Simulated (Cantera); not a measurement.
A Cantera script and what it prints.

```python
import numpy as np
import cantera as ct

gas_names = """
    CL CL2 H HCL H2
""".split()
cond_names = """

""".split()


# ... load() reads the species with a 1 bar reference pressure and builds the phases ...
atoms = {
    'HCl': {'H': 1, 'CL': 1},
    'H2': {'H': 2},
}
top_T = {}  # K; cautious upper limits of use, not melting points


# ... equilibrate(T, P, feed) seeds the gas with the atoms and calls Mixture.equilibrate('TP', solver="vcs", rtol=1e-11, max_steps=5000) ...
results = []
feed = {'HCl': 1, 'H2': 0.93}  # mol
T = 3375  # K
P = 2900000  # Pa
mix = equilibrate(T, P, feed)
results.append((T, P, feed, dict(zip(mix.species_names, mix.species_moles))))
print(gas.report(threshold=0.0001))
for i in range(1, mix.n_phases):
    print(f"{mix.phase(i).name:16s} {mix.phase_moles(i):12.5e} mol")
```

Result:

```
       temperature   3375 K
          pressure   2.9e+06 Pa
           density   1.9582 kg/m^3
  mean mol. weight   18.948 kg/kmol
   phase of matter   gas

                          1 kg             1 kmol
                     ---------------   ---------------
          enthalpy        3.9497e+06        7.4838e+07  J
   internal energy        2.4687e+06        4.6777e+07  J
           entropy             11205        2.1231e+05  J/K
    Gibbs function       -3.3866e+07       -6.4169e+08  J
 heat capacity c_p              1911             36210  J/K
 heat capacity c_v            1472.2             27896  J/K

                      mass frac. Y      mole frac. X     chem. pot. / RT
                     ---------------   ---------------   ---------------
                CL          0.069438          0.037114           -19.519
               CL2        0.00051969        0.00013889           -39.038
                 H         0.0029207          0.054901           -9.3509
               HCL           0.87914            0.4569            -28.87
                H2          0.047979           0.45094           -18.702
```

These are equilibrium values from Cantera (NASA tables, ideal gas, pure condensed phases), not measurements of a reactor.
